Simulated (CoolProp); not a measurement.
Properties of R142b along the isotherm 464.9 K.

The numbers come from the reference Helmholtz-energy equation of state, Lemmon 2006 in CoolProp. It is a short technical equation, of lower accuracy than the large ones.

```csv
p (MPa),phase,density (kg/m³),cp (kJ/(kg K)),cv (kJ/(kg K)),viscosity (µPa s),Prandtl number
0.38,gas,10.10,1.090,0.9985,16.0,0.709
0.76,gas,20.65,1.105,1.003,16.2,0.715
1.14,gas,31.72,1.121,1.007,16.3,0.722
1.52,gas,43.36,1.140,1.012,16.5,0.732
1.9,gas,55.64,1.161,1.017,16.7,0.743
2.28,gas,68.64,1.185,1.022,16.9,0.758
2.66,gas,82.47,1.212,1.027,17.2,0.775
3.04,gas,97.23,1.244,1.033,17.6,0.795
3.42,gas,113.1,1.281,1.039,18.0,0.819
3.8,gas,130.2,1.325,1.046,18.5,0.849
4.18,supercritical,148.7,1.377,1.053,19.1,0.884
4.56,supercritical,168.9,1.439,1.060,19.8,0.927
4.94,supercritical,191.0,1.512,1.068,20.7,0.979
5.32,supercritical,215.3,1.598,1.075,21.7,1.04
5.7,supercritical,242.0,1.697,1.083,22.9,1.12
6.08,supercritical,271.3,1.808,1.091,24.3,1.21
```

Viscosity comes from a separate model (Huber 2003), an estimate that may be off by 10 % or more. Thermal conductivity comes from a separate model (Huber 2003), an estimate that may be off by 10 % or more.
